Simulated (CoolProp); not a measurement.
A single-stage vapour-compression cycle with vinyl chloride: evaporating at 215.15 K (dew point), condensing at 241.15 K (bubble point), superheat 10 K, subcooling 2 K, compressor efficiency 0.65, no pressure losses. Each further row changes one setting.

Model: reference Helmholtz-energy equation of state, Thol 2022, in CoolProp.

```csv
case,cooling COP,pressure ratio,discharge temperature (K),refrigerating effect (kJ/kg),volumetric capacity (kJ/m³)
as stated,4.79,4.26,319.3,362,129
evaporating temperature 220.15 K,6.20,3.12,304.5,366,174
condensing temperature 236.15 K,6.03,3.32,303.0,370,131
subcooling 7 K,4.89,4.26,319.3,370,131
superheat 20 K,4.69,4.26,330.7,370,126
compressor efficiency 0.55,4.05,4.26,334.3,362,129
```
